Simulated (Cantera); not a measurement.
Feed: 1 mol BCl₃, 1 mol H₂, held at 230 Pa.

Equilibrium computed with Cantera from the NASA thermochemical tables; the gas is ideal and each condensed phase is pure. Candidate condensed phases: B; 13 gas species. Gases not in the tables: BHCl₂. Equilibrium is a limit: real reactors are often held back by kinetics, nucleation or transport.

Over these rows the condensed part is B(s). Partial pressures as log10 of bar:

| T (K) | 1000/T (1/K) | log p Cl | log p BCl₃ | log p H₂ | log p HCl |
|---|---|---|---|---|---|
| 1048 | 0.9542 | -9.94 | -3.02 | -3.06 | -3.32 |
| 1098 | 0.9107 | -9.35 | -3.04 | -3.09 | -3.24 |
| 1148 | 0.8711 | -8.82 | -3.06 | -3.12 | -3.18 |
| 1198 | 0.8347 | ? | -3.08 | -3.15 | -3.13 |
| 1248 | 0.8013 | -7.89 | -3.10 | -3.18 | -3.08 |
| 1298 | 0.7704 | -7.48 | -3.12 | -3.21 | -3.04 |

Task: Fit log p(Cl) = a + b·(1000/T) to the five rows, give the apparent enthalpy, and predict the row at 1198 K.

Result: Means: 1000/T = 0.8615, log p = -8.696. Sxy = -0.307985, Sxx = 0.0230293, so b = -13.37 and a = -8.696 − (-13.37)×0.8615 = 2.82.
Apparent enthalpy: −19.145 × (-13.37) = 256 kJ/mol. With the condensed phases at unit activity, 1/3 BCl₃(g) = Cl(g) + 1/3 B(s) links this pressure to the main gases: over the six rows their terms move log p by -0.03 in all, so the slope is close to that reaction's ΔH°. The five rows lie within 0.01 of the line.
Prediction at 1198 K: 2.82 + (-13.37)×0.8347 = -8.34. The computed value is -8.34, 0.00 from the line.
